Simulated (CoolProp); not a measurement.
500 sccm (0 °C, 1 atm) of nitrogen bubbles through liquid water at 335.8 K and leaves saturated at a total pressure of 0.15 MPa (ideal gas phase). Each further row changes one setting.

Model: reference Helmholtz-energy equation of state, Wagner 2002, in CoolProp.

```
case                      vapour pressure (kPa)  mole fraction of vapour  delivery (mg/min)  delivery (sccm)  change of delivery for a bath 1 K warmer (%)
------------------------  ---------------------  -----------------------  -----------------  ---------------  --------------------------------------------
as stated                                  22.5                    0.150                [?]             88.3                                           5.5
bath temperature 340.8 K                    [?]                    0.188                [?]              [?]                                           5.6
total pressure 0.3 MPa                     22.5                      [?]                [?]              [?]                                           [?]
```

**Question.** Fill in the missing entries.

**Answer.** 
- as stated, delivery (mg/min): 71.0
- bath temperature 340.8 K, vapour pressure (kPa): 28.2
- bath temperature 340.8 K, delivery (mg/min): 92.9
- bath temperature 340.8 K, delivery (sccm): 116
- total pressure 0.3 MPa, mole fraction of vapour: 0.0751
- total pressure 0.3 MPa, delivery (mg/min): 32.6
- total pressure 0.3 MPa, delivery (sccm): 40.6
- total pressure 0.3 MPa, change of delivery for a bath 1 K warmer (%): 5.0
